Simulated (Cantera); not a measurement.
What does this Cantera script print?

```python
import numpy as np
import cantera as ct

gas_names = """
    H H2O2
""".split()
cond_names = """
    V2O4(I) V2O4(II) V2O4(L) V2O3(s) V2O3(L)
""".split()


# ... load() reads the species with a 1 bar reference pressure and builds the phases ...
species = {s.name: s for s in load("nasa_gas.yaml", gas_names) + load("nasa_condensed.yaml", cond_names)}
# Each term lists the table entries of one substance; the one whose range holds T is used.
reactions = {
    '2 V2O4 + 2 H(g) = H2O2(g) + 2 V2O3':
        [(-2, ['V2O4(I)', 'V2O4(II)', 'V2O4(L)']), (-2, ['H']), (1, ['H2O2']), (2, ['V2O3(s)', 'V2O3(L)'])],
}


def pick(names, T):
    return next(species[n] for n in names if species[n].thermo.min_temp <= T <= species[n].thermo.max_temp)


results = []
for label, terms in reactions.items():
    print(label)
    print("     T/K   dH/kJ  dS/(J/K)   dG/kJ   log10 K")
    for T in [300, 1275, 1375, 1475, 1575, 1675, 1775, 1875, 1975]:
        used = [(nu, pick(names, T)) for nu, names in terms]
        dH = sum(nu * s.thermo.h(T) for nu, s in used) / 1e6
        dS = sum(nu * s.thermo.s(T) for nu, s in used) / 1e3
        dG = dH - T * dS / 1e3
        logK = -dG * 1e6 / (ct.gas_constant * T * np.log(10))
        results.append((label, T, dH, dS, dG, logK, [s.name for _, s in used]))
        print(f"{T:8g} {dH:8.1f} {dS:8.1f} {dG:8.1f} {logK:8.2f}")
```

Output:

```
2 V2O4 + 2 H(g) = H2O2(g) + 2 V2O3
     T/K   dH/kJ  dS/(J/K)   dG/kJ   log10 K
     300   -155.5     -5.7   -153.8    26.78
    1275   -199.3    -98.2    -74.1     3.03
    1375   -200.8    -99.4    -64.2     2.44
    1475   -202.0   -100.2    -54.2     1.92
    1575   -202.8   -100.7    -44.1     1.46
    1675   -203.3   -101.0    -34.1     1.06
    1775   -203.4   -101.1    -24.0     0.70
    1875   -431.2   -226.4     -6.6     0.18
    1975   -437.3   -229.6     16.2    -0.43
```

Source: NASA polynomial tables (part measured, part estimated), evaluated in Cantera. Condensed species are held in their standard states even where they would react or evaporate.
